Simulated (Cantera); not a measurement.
Charge: 1 mol SiCl4, 0.73 mol HCl, 13 mol H2, at 12000 Torr.

Cantera equilibrium calculation (NASA polynomials, part measured and part estimated; ideal gas, pure solids and liquids). Candidate condensed phases: Si; 19 gas species. The tables' values for SiCl3 are old estimates; treat these amounts as uncertain. The numbers say what is thermodynamically allowed, not how fast it happens.

x: gas mole fraction; nothing condenses.

```csv
T (K),x H2,x HCl,x SiCl4,x SiHCl3,x SiCl2,x SiCl3,x SiH2Cl2
948,0.878,0.0542,0.0632,0.00461,5.97e-8,1.06e-5,___
1023,0.875,0.0575,0.0600,0.00772,8.08e-7,4.79e-5,___
1098,0.870,0.0618,0.0560,0.0115,7.11e-6,0.000168,___
1173,0.865,0.0668,0.0513,0.0155,4.42e-5,0.000480,___
1248,0.860,0.0726,0.0461,0.0192,0.000207,0.00115,___
1323,0.853,0.0792,0.0406,0.0222,0.000759,0.00238,___
1398,0.845,0.0869,0.0348,0.0238,0.00224,0.00427,___
1473,0.836,0.0963,0.0287,0.0234,0.00535,0.00670,0.00300
1548,0.826,0.107,0.0225,0.0212,0.0106,0.00922,0.00324
1623,0.814,0.119,0.0166,0.0176,0.0176,0.0112,0.00314
```

Fill in the missing entries.


- 948, x SiH2Cl2: 3.40e-5
- 1023, x SiH2Cl2: 0.000110
- 1098, x SiH2Cl2: 0.000281
- 1173, x SiH2Cl2: 0.000598
- 1248, x SiH2Cl2: 0.00109
- 1323, x SiH2Cl2: 0.00174
- 1398, x SiH2Cl2: 0.00244
